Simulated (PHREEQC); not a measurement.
0.17 g of hydrous ferric oxide (600 m²/g; 0.2 weak and 0.005 strong sites per Fe, Dzombak-Morel constants, diffuse double layer) in 1 kg of water with 0.05 mol/kgw of an inert sodium salt and 0.00084 mol/kgw Na2SeO3 and 1e-05 mol/kgw Na2SO4, at 25 °C; the pH is set by adding NaOH or the inert anion's acid. The system is closed to oxygen. The system is closed to CO2. Slow redox steps are shut off: sulfate isn't reduced. No solid was allowed to form.

Equilibrium calculation in PHREEQC: ion-association model, wateq4f.dat.

### Question
Predict Se sorbed (%), surface charge σ (C/m²) at pH = 6.67, 10, 11.33.

### Answer
| pH | Se sorbed (%) | surface charge σ (C/m²) |
|---|---|---|
| 6.67 | 20.9 | -0.005 |
| 10 | 1.3 | -0.081 |
| 11.33 | 0.0 | -0.198 |

Species that the database lacks are ignored. The database's selenite sorption wasn't checked against measurements; a fall in acid may be a fault of its surface constants.
